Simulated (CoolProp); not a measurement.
Cyclohexane along the isobar 4.82 MPa: fugacity coefficient from the reference equation and from simpler models built on Tc = 553.6 K, pc = 4.081 MPa, ω = 0.209; each cubic takes its own stable root.

Values from CoolProp's reference Helmholtz-energy equation of state, Zhou 2014.

| T (K) | phase | reference |
|---|---|---|
| 539.2 | liquid | 0.5183 |
| 546 | liquid | 0.5471 |
| 552.7 | liquid | 0.5752 |
| 559.4 | supercritical | 0.6023 |
| 566.1 | supercritical | 0.6272 |
| 572.9 | supercritical | 0.6477 |
| 579.6 | supercritical | 0.6643 |
| 586.3 | supercritical | 0.6789 |
| 593.1 | supercritical | 0.6923 |
| 599.8 | supercritical | 0.7045 |
| 606.5 | supercritical | 0.7159 |
| 613.3 | supercritical | 0.7267 |
| 620 | supercritical | 0.7367 |

### Question
How far does each simpler model (van der Waals, Redlich-Kwong, Soave-Redlich-Kwong, Peng-Robinson) lie from the reference over these 13 states: mean and median of the absolute difference, and the worst?

### Answer
- van der Waals: mean 3.7 %, median 2.3 %, worst +12.0 % at 539.2 K and 4.82 MPa
- Redlich-Kwong: mean 1.1 %, median 0.8 %, worst +3.6 % at 539.2 K and 4.82 MPa
- Soave-Redlich-Kwong: mean 1.2 %, median 1.0 %, worst +2.1 % at 539.2 K and 4.82 MPa
- Peng-Robinson: mean 2.6 %, median 2.7 %, worst -2.9 % at 579.6 K and 4.82 MPa
